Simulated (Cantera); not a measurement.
Mixture: CO : H₂ : O₂ : N₂ : CO₂ = 1 : 0.059 : 0.602 : 2.26 : 0.68 (molar parts), at 30.6 atm, adiabatic and at constant pressure. Ignition delay is the time to a rise of 400 K.

Model: GRI-Mech 3.0 (53 species, 325 reactions), integrated in Cantera. The hydrogen kinetics of GRI-Mech 3.0 are dated; newer H2 mechanisms differ, most at raised pressure. The pressure lies above the range GRI-Mech 3.0 was tuned for (to about 10 atm).

Q: What does this change do: pressure from 30.6 atm to 12.8 atm?

A: 
| quantity | before | after |
|---|---|---|
| delay at 1223 K | 89.5 µs | 82.1 µs |
| delay at 1323 K | 25.3 µs | 23.3 µs |
| delay at 1423 K | 9.51 µs | 11.6 µs |
| delay at 1523 K | 4.87 µs | 7.88 µs |
Where the delays flatten at high temperature, the 400 K rule measures the pace of heat release, not the induction time.

Q: What does this change do: CO2 0.68 to 1.5 parts?

A: 
```csv
quantity,before,after
delay at 1223 K,89.5 µs,0.139 ms
delay at 1323 K,25.3 µs,42.0 µs
delay at 1423 K,9.51 µs,16.5 µs
delay at 1523 K,4.87 µs,8.45 µs
apparent activation energy between 1473 and 1573 K,100 kJ/mol,100 kJ/mol
```
